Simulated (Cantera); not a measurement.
Input (Python, Cantera):

```python
import numpy as np
import cantera as ct

gas = ct.Solution("gri30.yaml")
gas.TPX = 1398, 59000, {'CH4': 1, 'CO2': 3.1, 'H2': 1.1}
reactor = ct.IdealGasConstPressureReactor(gas, energy="off", clone=False)
net = ct.ReactorNet([reactor])
net.rtol, net.atol = 1e-08, 1e-18
show = ['CH4', 'CO2', 'H2', 'CO', 'CH2CO']
times = np.geomspace(1e-06, 7, 9)

steps = ct.SolutionArray(gas, extra=["t"])
rows = []
print(f"{'t/s':>10s}{'T/K':>9s}{'P/Pa':>11s}" + "".join(f"{s:>11s}" for s in show))
for t in times:
    while net.time < t:
        t_next = net.step()
        steps.append(gas.state, t=t_next)
    rows.append([np.interp(t, steps.t, y) for y in (steps.T, steps.P, *steps(*show).X.T)])
    print(f"{t:10.3e}{rows[-1][0]:9.1f}{rows[-1][1]:11.4g}" + "".join(f"{x:11.3e}" for x in rows[-1][2:]))
rate = np.gradient(steps.T, steps.t)
print("integrator steps:", len(steps.t))
if steps.T.max() > steps.T[0] + 200:
    print(f"time of steepest temperature rise: {steps.t[rate.argmax()]:.4e} s")
gas.TPX = 1398, 59000, {'CH4': 1, 'CO2': 3.1, 'H2': 1.1}
gas.equilibrate("TP")
print(f"equilibrium (TP): T = {gas.T:.1f} K  " + "  ".join(f"{s} {gas[s].X[0]:.3e}" for s in show))
```

It prints:

```
       t/s      T/K       P/Pa        CH4        CO2         H2         CO      CH2CO
 1.000e-06   1398.0    5.9e+04  1.923e-01  5.962e-01  2.115e-01  9.374e-11  1.783e-24
 7.172e-06   1398.0    5.9e+04  1.923e-01  5.962e-01  2.115e-01  1.760e-09  2.236e-21
 5.144e-05   1398.0    5.9e+04  1.923e-01  5.962e-01  2.115e-01  4.724e-08  2.797e-18
 3.689e-04   1398.0    5.9e+04  1.923e-01  5.962e-01  2.115e-01  2.072e-06  6.008e-15
 2.646e-03   1398.0    5.9e+04  1.923e-01  5.961e-01  2.115e-01  7.588e-05  8.851e-12
 1.898e-02   1398.0    5.9e+04  1.921e-01  5.951e-01  2.107e-01  1.000e-03  1.334e-09
 1.361e-01   1398.0    5.9e+04  1.905e-01  5.867e-01  2.043e-01  8.835e-03  4.735e-08
 9.760e-01   1398.0    5.9e+04  1.787e-01  5.319e-01  1.675e-01  5.815e-02  8.069e-07
 7.000e+00   1398.0    5.9e+04  1.074e-01  3.475e-01  9.891e-02  2.085e-01  1.196e-05
integrator steps: 685
equilibrium (TP): T = 1398.0 K  CH4 2.834e-07  CO2 1.269e-01  H2 2.658e-01  CO 4.425e-01  CH2CO 3.688e-12
```

Cantera simulation using GRI-Mech 3.0 (53 species, 325 reactions); the numbers are that mechanism's predictions, not measurements.
